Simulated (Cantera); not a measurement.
An isothermal, constant-pressure homogeneous reactor starts with 42.2 % CH4, 46.4 % CO2, 11.4 % H2, at 1450 K and 19000 Pa.

Computed with Cantera and GRI-Mech 3.0 (53 species, 325 reactions).

x: mole fraction; the columns are a selection and need not sum to one.

| t (s) | x CH4 | x CO2 | x H2 | x CH2O | x HCO | x C2H6 |
|---|---|---|---|---|---|---|
| 1.00e-5 | 0.422 | 0.464 | 0.114 | <1e-12 | <1e-12 | <1e-12 |
| 5.01e-5 | 0.422 | 0.464 | 0.114 | 1.17e-12 | <1e-12 | 1.35e-10 |
| 0.000251 | 0.422 | 0.464 | 0.114 | 1.18e-10 | <1e-12 | 1.72e-8 |
| 0.00126 | 0.422 | 0.464 | 0.114 | 1.26e-8 | <1e-12 | 1.87e-6 |
| 0.00632 | 0.422 | 0.464 | 0.114 | [?] | 4.34e-11 | [?] |
| 0.0317 | 0.420 | 0.463 | 0.114 | 2.32e-6 | 3.44e-10 | 0.000291 |
| 0.159 | 0.409 | 0.455 | 0.120 | 2.64e-6 | 4.35e-10 | 0.000351 |
| 0.796 | 0.356 | 0.413 | 0.147 | 2.17e-6 | 3.92e-10 | 0.000264 |
| 3.99 | [?] | [?] | [?] | [?] | 4.58e-10 | [?] |
| 20.0 | 0.0487 | 0.0909 | 0.272 | 2.97e-7 | 1.10e-9 | 1.16e-5 |

**Question.** Some entries are withheld; supply them.

**Answer.** 
- 0.00632, x CH2O: 4.64e-7
- 0.00632, x C2H6: 6.11e-5
- 3.99, x CH4: 0.202
- 3.99, x CO2: 0.250
- 3.99, x H2: 0.188
- 3.99, x CH2O: 1.30e-6
- 3.99, x C2H6: 0.000110
